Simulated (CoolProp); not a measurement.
A Linde-Hampson liquefier for CF4 (R14): isothermal reversible compression at 250 K from 1 atm to 30 MPa, throttling to 1 atm, return gas leaving the recuperator 0 K below the feed. Each further row changes one setting.

Computed with CoolProp (reference Helmholtz-energy equation of state, Platzer 1990). This equation is an older, rougher fit; its heat capacities, sound speeds and derivatives of the liquid may be far off and weren't checked against measurements.

```tsv
case	liquid yield per pass	compression work (kJ/kg of gas)
as stated	0.436	109
warm-end temperature 280 K	0.344	131
warm-end gap 5 K	0.427	109
```
